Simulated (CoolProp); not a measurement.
Properties of dimethyl carbonate along the isotherm 596.4 K (Tc = 557.0 K, pc = 4.909 MPa, ω = 0.346).

The numbers come from the reference Helmholtz-energy equation of state, Zhou 2011 in CoolProp.

```csv
p (MPa),phase,density (kg/m³),cp (kJ/(kg K)),expansivity (1/kK),fugacity coefficient
0.0233,gas,0.4238,1.855,1.684,0.9987
0.0363,gas,0.6608,1.855,1.688,0.9980
0.0565,gas,1.030,1.856,1.694,0.9968
0.0879,gas,1.605,1.857,1.704,0.9951
0.137,gas,2.508,1.859,1.720,0.9923
0.213,gas,3.916,1.861,1.745,0.9881
0.332,gas,6.147,1.865,1.785,0.9814
0.517,gas,9.677,1.872,1.851,0.9712
0.804,gas,15.31,1.884,1.960,0.9553
1.25,gas,24.49,1.904,2.153,0.9310
1.95,gas,40.09,1.944,2.526,0.8933
3.04,gas,68.20,2.037,3.378,0.8358
4.73,gas,127.3,2.356,6.185,0.7483
7.36,supercritical,315.8,4.178,19.53,0.6154
```
